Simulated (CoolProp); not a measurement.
Properties of CH3F (R41) along the isobar 8.59 MPa.

Computed with CoolProp (reference Helmholtz-energy equation of state, Lemmon 2006). It is a short technical equation, of lower accuracy than the large ones.

```json
[
 {"T (K)": "217.6", "phase": "liquid", "density (kg/m³)": "845.9", "isothermal compressibility (1/MPa)": "0.001918", "fugacity coefficient": "0.03981"},
 {"T (K)": "240.7", "phase": "liquid", "density (kg/m³)": "794.6", "isothermal compressibility (1/MPa)": "0.002813", "fugacity coefficient": "0.09058"},
 {"T (K)": "263.7", "phase": "liquid", "density (kg/m³)": "736.9", "isothermal compressibility (1/MPa)": "0.004470", "fugacity coefficient": "[?]"},
 {"T (K)": "286.7", "phase": "liquid", "density (kg/m³)": "668.0", "isothermal compressibility (1/MPa)": "0.008208", "fugacity coefficient": "0.2823"},
 {"T (K)": "309.8", "phase": "liquid", "density (kg/m³)": "[?]", "isothermal compressibility (1/MPa)": "0.02131", "fugacity coefficient": "0.4174"},
 {"T (K)": "332.8", "phase": "supercritical", "density (kg/m³)": "378.6", "isothermal compressibility (1/MPa)": "0.2303", "fugacity coefficient": "0.5569"},
 {"T (K)": "355.9", "phase": "supercritical", "density (kg/m³)": "[?]", "isothermal compressibility (1/MPa)": "[?]", "fugacity coefficient": "0.6548"},
 {"T (K)": "378.9", "phase": "supercritical", "density (kg/m³)": "[?]", "isothermal compressibility (1/MPa)": "0.1756", "fugacity coefficient": "0.7204"},
 {"T (K)": "402", "phase": "supercritical", "density (kg/m³)": "117.9", "isothermal compressibility (1/MPa)": "0.1547", "fugacity coefficient": "0.7705"},
 {"T (K)": "425", "phase": "supercritical", "density (kg/m³)": "104.0", "isothermal compressibility (1/MPa)": "0.1436", "fugacity coefficient": "0.8099"}
]
```

**Question.** Some entries are withheld; supply them.

**Answer.** 
- 263.7, fugacity coefficient: 0.1713
- 309.8, density (kg/m³): 575.0
- 355.9, density (kg/m³): 183.3
- 355.9, isothermal compressibility (1/MPa): 0.2301
- 378.9, density (kg/m³): 139.7
